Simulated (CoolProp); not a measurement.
n-perfluorobutane along the isotherm 93.05 °C: fugacity coefficient from the reference equation and from simpler models built on Tc = 113.2 °C, pc = 2322 kPa, ω = 0.372; each cubic takes its own stable root.

Model: reference Helmholtz-energy equation of state, Gao 2022, in CoolProp.

| p (kPa) | phase | reference |
|---|---|---|
| 415 | gas | 0.9312 |
| 829 | gas | 0.8622 |
| 1240 | gas | 0.7923 |
| 1660 | liquid | 0.6893 |
| 2070 | liquid | 0.5685 |
| 2490 | liquid | 0.4861 |
| 2900 | liquid | 0.4289 |
| 3320 | liquid | 0.3850 |
| 3730 | liquid | 0.3519 |
| 4150 | liquid | 0.3249 |
| 4560 | liquid | 0.3035 |
| 4980 | liquid | 0.2853 |
| 5390 | liquid | 0.2705 |
| 5810 | liquid | 0.2576 |

Q: How far does each simpler model (van der Waals, Redlich-Kwong, Peng-Robinson) lie from the reference over these 14 states: mean and median of the absolute difference, and the worst?

A: 
- van der Waals: mean 19.0 %, median 22.0 %, worst +31.9 % at 93.05 °C and 5810 kPa
- Redlich-Kwong: mean 6.9 %, median 8.3 %, worst +10.9 % at 93.05 °C and 5810 kPa
- Peng-Robinson: mean 2.5 %, median 2.6 %, worst -2.9 % at 93.05 °C and 1240 kPa

At some of these states van der Waals, Redlich-Kwong gives the other phase, because its saturation line lies elsewhere.
